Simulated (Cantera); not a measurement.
Charge: 1 mol HF, 0.24 mol O2, equilibrated at 775 °C and 5.20 mbar.

Equilibrium computed with Cantera from the NASA thermochemical tables; the gas is ideal and each condensed phase is pure. Candidate condensed phases: H2O; 22 gas species. The numbers say what is thermodynamically allowed, not how fast it happens.

Base state: HF 0.806, O2 0.194 (mole fractions); condensed: gas only.

Q: What changes in the equilibrium state with this change: 1.1 mol NH3 added?

A: 
```tsv
species	before	after
H2	<1e-9	0.366
HF	0.806	0.312
N2	0	0.172
O2	0.194	<1e-9
H2O	2.27e-7	0.150
```
